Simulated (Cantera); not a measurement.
A diamond (100) surface in a fixed gas of H2 with x(CH4) = 0.023, x(H) = 0.0081, at 1173 K, 0.168 atm; coverages are run to steady state.

Cantera simulation using the Harris–Goodwin 1993 mechanism for the reconstructed diamond (100) surface; the numbers are that mechanism's predictions, not measurements.

θ: site fractions in the mechanism's names (c6HH fully hydrogenated, c6H* and c6*H radical sites, c6** diradical, c6HM methylated).

```json
[
 {"x(CH3)": "1e-06", "growth (µm/h)": "0.134", "θ c6HH": "0.458", "θ c6H*": "0.0358", "θ c6*H": "0.479", "θ c6**": "0.0266", "θ c6HM": "2.70e-5"},
 {"x(CH3)": "2.3e-06", "growth (µm/h)": "0.309", "θ c6HH": "0.458", "θ c6H*": "0.0358", "θ c6*H": "0.479", "θ c6**": "0.0266", "θ c6HM": "6.21e-5"},
 {"x(CH3)": "5.3e-06", "growth (µm/h)": "0.711", "θ c6HH": "0.458", "θ c6H*": "0.0358", "θ c6*H": "0.479", "θ c6**": "0.0266", "θ c6HM": "0.000143"},
 {"x(CH3)": "1.2e-05", "growth (µm/h)": "?", "θ c6HH": "0.458", "θ c6H*": "0.0358", "θ c6*H": "0.479", "θ c6**": "0.0266", "θ c6HM": "?"},
 {"x(CH3)": "2.8e-05", "growth (µm/h)": "3.75", "θ c6HH": "0.458", "θ c6H*": "0.0357", "θ c6*H": "0.479", "θ c6**": "0.0266", "θ c6HM": "0.000755"},
 {"x(CH3)": "6.4e-05", "growth (µm/h)": "8.56", "θ c6HH": "0.457", "θ c6H*": "0.0357", "θ c6*H": "0.478", "θ c6**": "0.0265", "θ c6HM": "0.00172"},
 {"x(CH3)": "0.00015", "growth (µm/h)": "20.0", "θ c6HH": "0.456", "θ c6H*": "0.0355", "θ c6*H": "0.476", "θ c6**": "0.0263", "θ c6HM": "0.00402"},
 {"x(CH3)": "0.00034", "growth (µm/h)": "?", "θ c6HH": "0.452", "θ c6H*": "0.0352", "θ c6*H": "0.472", "θ c6**": "0.0260", "θ c6HM": "?"},
 {"x(CH3)": "0.00078", "growth (µm/h)": "100", "θ c6HH": "0.444", "θ c6H*": "0.0346", "θ c6*H": "0.463", "θ c6**": "0.0251", "θ c6HM": "0.0202"}
]
```

Fill in the missing entries.


- 1.2e-05, growth (µm/h): 1.61
- 1.2e-05, θ c6HM: 0.000324
- 0.00034, growth (µm/h): 44.7
- 0.00034, θ c6HM: 0.00901
